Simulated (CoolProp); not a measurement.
Properties of methane along the isobar 0.482 MPa (Tc = -82.6 °C, pc = 4.599 MPa, ω = 0.011).

Model: reference Helmholtz-energy equation of state, Setzmann 1991, in CoolProp.

```json
[
 {"T (°C)": "-123.55", "phase": "gas", "Z": "0.9244", "Joule-Thomson coefficient (K/MPa)": "16.56", "conductivity (mW/(m K))": "16.6", "Prandtl number": "0.825"},
 {"T (°C)": "-117.75", "phase": "gas", "Z": "0.9329", "Joule-Thomson coefficient (K/MPa)": "15.29", "conductivity (mW/(m K))": "17.2", "Prandtl number": "0.817"},
 {"T (°C)": "-111.95", "phase": "gas", "Z": "0.9401", "Joule-Thomson coefficient (K/MPa)": "14.19", "conductivity (mW/(m K))": "17.8", "Prandtl number": "0.810"},
 {"T (°C)": "-106.15", "phase": "gas", "Z": "0.9463", "Joule-Thomson coefficient (K/MPa)": "13.23", "conductivity (mW/(m K))": "18.4", "Prandtl number": "0.803"},
 {"T (°C)": "-100.25", "phase": "gas", "Z": "0.9517", "Joule-Thomson coefficient (K/MPa)": "12.36", "conductivity (mW/(m K))": "19.1", "Prandtl number": "0.796"},
 {"T (°C)": "-94.45", "phase": "gas", "Z": "0.9564", "Joule-Thomson coefficient (K/MPa)": "11.60", "conductivity (mW/(m K))": "19.8", "Prandtl number": "0.790"},
 {"T (°C)": "-88.65", "phase": "gas", "Z": "0.9604", "Joule-Thomson coefficient (K/MPa)": "10.91", "conductivity (mW/(m K))": "20.5", "Prandtl number": "0.784"},
 {"T (°C)": "-82.85", "phase": "gas", "Z": "0.9640", "Joule-Thomson coefficient (K/MPa)": "10.29", "conductivity (mW/(m K))": "21.2", "Prandtl number": "0.777"},
 {"T (°C)": "-77.05", "phase": "gas", "Z": "0.9672", "Joule-Thomson coefficient (K/MPa)": "9.732", "conductivity (mW/(m K))": "21.8", "Prandtl number": "0.775"},
 {"T (°C)": "-71.15", "phase": "gas", "Z": "0.9700", "Joule-Thomson coefficient (K/MPa)": "9.210", "conductivity (mW/(m K))": "22.4", "Prandtl number": "0.772"},
 {"T (°C)": "-65.35", "phase": "gas", "Z": "0.9725", "Joule-Thomson coefficient (K/MPa)": "8.740", "conductivity (mW/(m K))": "23.1", "Prandtl number": "0.769"},
 {"T (°C)": "-59.55", "phase": "gas", "Z": "0.9748", "Joule-Thomson coefficient (K/MPa)": "8.305", "conductivity (mW/(m K))": "23.8", "Prandtl number": "0.766"},
 {"T (°C)": "-53.75", "phase": "gas", "Z": "0.9768", "Joule-Thomson coefficient (K/MPa)": "7.903", "conductivity (mW/(m K))": "24.4", "Prandtl number": "0.763"},
 {"T (°C)": "-47.95", "phase": "gas", "Z": "0.9786", "Joule-Thomson coefficient (K/MPa)": "7.530", "conductivity (mW/(m K))": "25.1", "Prandtl number": "0.760"}
]
```

Viscosity comes from a separate model (Quiñones-Cisneros 2006). Thermal conductivity comes from a separate model (Friend 1989).
